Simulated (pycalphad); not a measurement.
CALPHAD calculation (pycalphad, COST 507 light-alloy database (1999)), 1 atm. These are 1990s assessments: newer ones move some temperatures and phases. Phase fractions are per mole of atoms. Diffusion is slow at the low end, where real alloys seldom reach equilibrium.

Task: Give the equilibrium state of Cu-68.9Si (at.%) at 1077 °C.

Result: liquid, fraction 0.636, with 51.1 Si at.%; diamond (Si), fraction 0.364, with 100 Si at.%.

Task: Give the equilibrium state of Cu-68.9Si (at.%) at 277 °C.

Result: diamond (Si), fraction 0.591, with 100 Si at.%; CU19SI6_ETA, fraction 0.409, with 24.0 Si at.%.

Database names, with the compositions (at.%) that they take in these runs: CU19SI6_ETA: Cu 76 Si 24.
